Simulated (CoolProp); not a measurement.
Saturated liquid density (kg/m³) of n-octane: the reference equation beside estimates from Tc = 568.7 K, pc = 2.484 MPa, ω = 0.398.

Values from CoolProp's reference Helmholtz-energy equation of state, Beckmüller 2019.

| T (K) | reference | van der Waals | Redlich-Kwong |
|---|---|---|---|
| 370.4 | 637.4 | 356.4 | 521.0 |
| 388.8 | 620.6 | 347.3 | 505.0 |
| 407.1 | 603.2 | 337.7 | 487.9 |
| 425.4 | 584.9 | 327.4 | 469.7 |
| 443.7 | 565.4 | 316.4 | 449.9 |
| 462 | 544.5 | 304.5 | 428.5 |
| 480.3 | 521.6 | 291.5 | 405.0 |
| 498.6 | 496.1 | 276.9 | 378.8 |

Absolute difference from the reference over all 8 rows, mean and median: van der Waals 44.1 and 44.1 %, Redlich-Kwong 20.4 and 20.1 %.
